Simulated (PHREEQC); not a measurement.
# Metal-bearing waste water: an equilibrium model

Consider water at 14 °C with 0.0047 mol FeSO4, 3.5e-05 mol CaCl2, 0.089 mol NaHCO3 and 3.5e-05 mol Na2SO4 per kg of water. Closed to the air; pH follows from the charge balance.

The numbers come from PHREEQC with the ion-association model with the Debye-Hückel limiting law, phreeqc.dat.

No solid was allowed to form.

Task: What pH does the model give?

Result: pH 7.89.

Task: In which forms is Na present?

Result: Na+ 97 %, NaHCO3 2.3 % of the Na.

The solution is supersaturated, for example in Siderite, so a real one may precipitate; this is no full list. Constants without temperature data keep their 25 °C values here.
